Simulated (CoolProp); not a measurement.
A single-stage vapour-compression cycle with the fluid: evaporating at 319.15 K (dew point), condensing at 351.15 K (bubble point), superheat 5 K, subcooling 0 K, compressor efficiency 0.7, no pressure losses. The same conditions are run with several fluids, on thermodynamics alone (safety and materials aside).

Computed with CoolProp (reference Helmholtz-energy equation of state of each fluid (c-C4F8 (RC318): Platzer 1990; n-butane: Bücker 2006; ethanol: Schroeder 2014; n-perfluorobutane: Gao 2022; isobutane: Bücker 2006; R365MFC: Lemmon 2016)). The equations of Platzer and Polt are older, rougher fits.

Problem. Rank c-C4F8 (RC318), n-butane, ethanol, n-perfluorobutane, isobutane, R365MFC by cooling COP, highest first.

Solution. ethanol (6.44), R365MFC (5.92), n-butane (5.78), isobutane (5.54), c-C4F8 (RC318) (4.86), n-perfluorobutane (4.47)

```
fluid              pressure ratio  discharge temperature (K)  refrigerating effect (kJ/kg)  volumetric capacity (kJ/m³)
-----------------  --------------  -------------------------  ----------------------------  ---------------------------
c-C4F8 (RC318)               2.21                      351.2                          59.1                         3000
n-butane                     2.17                      356.3                           262                         2830
ethanol                      4.12                      403.0                           815                          341
n-perfluorobutane            2.22                      351.1                          44.7                         2300
isobutane                    2.08                      356.0                           227                         3520
R365MFC                      2.68                      351.4                           144                         1030
```

The compression ends wet for: c-C4F8 (RC318); n-perfluorobutane.
